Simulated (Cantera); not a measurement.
A closed system holds: 1 mol FeS₂, 1.6 mol O₂, 1.3 mol H₂O, 0.56 mol H₂S, equilibrated at 3300 Pa.

Method: chemical equilibrium by Gibbs-energy minimisation in Cantera with the NASA 1993 tables (ideal gas, pure condensed phases). Candidate condensed phases: Fe, FeO, Fe(OH)₂, Fe(OH)₃, FeS, FeSO₄, FeS₂, Fe₂O₃, Fe₂(SO₄)₃, Fe₃O₄, H₂O, H₂SO₄, S; 22 gas species. Metal and sulfide melt together well below either melting point, which pure phases cannot show. Mutual solubility and eutectic melting of coexisting phases are not modelled. The tables' stoichiometric FeO is somewhat more stable than real wüstite, so its field is too wide. FeO, FeS: taken at fixed stoichiometry. The numbers say what is thermodynamically allowed, not how fast it happens.

### Question
At 1525 K, list the 6 most abundant gas species with their mole fractions, and the condensed phases.

### Answer
H₂O 0.441, SO₂ 0.285, S₂ 0.181, H₂ 0.0641, H₂S 0.0160, SO 0.00823. Condensed: FeO(s) + FeS(l).
